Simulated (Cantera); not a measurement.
An isothermal, constant-pressure homogeneous reactor starts with H₂ : O₂ : N₂ = 0.69 : 1 : 8.6 (molar parts), at 1200 K and 360 Torr. Integrator tolerance rtol = 1e-08.

Cantera simulation using the H2/O2 subset of GRI-Mech 3.0, which has no nitrogen chemistry; the numbers are that mechanism's predictions, not measurements. The temperature is held fixed by assumption; the heat of reaction is taken as removed at once.

Q: What does this change do: temperature 1200 to 848 K?

A: 
```
quantity                                              before                                      after
-----------------  -----------------------------------------  -----------------------------------------
x(H₂) at 5.00 s      5.01e-9 (gas-phase equilibrium 4.99e-9)      0.0636 (gas-phase equilibrium <1e-12)
x(O₂) at 5.00 s        0.0659 (gas-phase equilibrium 0.0659)      0.0954 (gas-phase equilibrium 0.0659)
x(H) at 5.00 s     2.04e-11 (gas-phase equilibrium 2.03e-11)     5.94e-8 (gas-phase equilibrium <1e-12)
x(H₂O₂) at 5.00 s  2.97e-10 (gas-phase equilibrium 2.96e-10)  0.000326 (gas-phase equilibrium 3.52e-12)
x(HO₂) at 5.00 s     3.89e-9 (gas-phase equilibrium 3.90e-9)   1.18e-5 (gas-phase equilibrium 1.54e-11)
```
Below about 950 K walls govern HO2 and H2O2 in real vessels.
